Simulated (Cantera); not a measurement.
Cantera with NASA thermochemical tables; ideal gases at 1 bar, condensed phases pure. Values are per mole of reaction as written; species without (g) are pure solids or liquids, kept so even where they would boil at 1 bar.

2 S + C → CS2(g)

```csv
T (K),ΔH° (kJ),ΔS° (J/K),ΔG° (kJ),log10 K
423,110.7,151.7,46.5,-5.74
523,106.4,142.7,31.8,-3.18
623,?,?,?,?
723,?,?,?,?
823,97.8,129.3,-8.6,0.55
923,94.9,126.0,-21.4,1.21
1023,?,?,?,?
```

Question: Complete the blanks.

Answer: 
- 623, ΔH° (kJ): 102.8
- 623, ΔS° (J/K): 136.2
- 623, ΔG° (kJ): 17.9
- 623, log10 K: -1.50
- 723, ΔH° (kJ): 100.2
- 723, ΔS° (J/K): 132.4
- 723, ΔG° (kJ): 4.5
- 723, log10 K: -0.32
- 1023, ΔH° (kJ): 92.0
- 1023, ΔS° (J/K): 123.0
- 1023, ΔG° (kJ): -33.8
- 1023, log10 K: 1.73
